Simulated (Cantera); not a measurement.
Input (Python, Cantera) and output of one run.

```python
import numpy as np
import cantera as ct

gas_names = """
    CL CL2 N N2 Si SiCL SiCL2 SiCL3 SiCL4 SiN Si2 Si2N Si3
""".split()
cond_names = """
    Si(cr) Si(L) Si3N4(a)
""".split()


# ... load() reads the species with a 1 bar reference pressure and builds the phases ...
atoms = {
    'SiCl4': {'Si': 1, 'CL': 4},
    'Cl2': {'CL': 2},
    'N2': {'N': 2},
}
top_T = {'Si3N4(a)': 2400}  # K; cautious upper limits of use, not melting points


# ... equilibrate(T, P, feed) seeds the gas with the atoms and calls Mixture.equilibrate('TP', solver="vcs", rtol=1e-11, max_steps=5000) ...
results = []
feed = {'SiCl4': 1, 'Cl2': 0.044, 'N2': 140}  # mol
T = 1598  # K
P = 101325  # Pa
mix = equilibrate(T, P, feed)
results.append((T, P, feed, dict(zip(mix.species_names, mix.species_moles))))
print(gas.report(threshold=1e-05))
for i in range(1, mix.n_phases):
    print(f"{mix.phase(i).name:16s} {mix.phase_moles(i):12.5e} mol")
```

It prints:

```
       temperature   1598 K
          pressure   1.0133e+05 Pa
           density   0.22132 kg/m^3
  mean mol. weight   29.021 kg/kmol
   phase of matter   gas

                          1 kg             1 kmol
                     ---------------   ---------------
          enthalpy        1.3046e+06        3.7863e+07  J
   internal energy        8.4682e+05        2.4576e+07  J
           entropy              8482        2.4616e+05  J/K
    Gibbs function        -1.225e+07        -3.555e+08  J
 heat capacity c_p            1225.5             35566  J/K
 heat capacity c_v               939             27251  J/K

                      mass frac. Y      mole frac. X     chem. pot. / RT
                     ---------------   ---------------   ---------------
                CL        0.00083037        0.00067979           -20.354
               CL2        9.7018e-05        3.9712e-05           -40.708
                N2           0.95775           0.99219           -26.204
             SiCL3        0.00057679        0.00012452           -84.726
             SiCL4          0.040725         0.0069571           -105.08
     [   +8 minor]        1.8814e-05         5.516e-06

Si(cr)            0.00000e+00 mol
Si3N4(a)          0.00000e+00 mol
```

These are equilibrium values from Cantera (NASA tables, ideal gas, pure condensed phases), not measurements of a reactor. The tables' values for SiCl3 are old estimates; treat these amounts as uncertain.
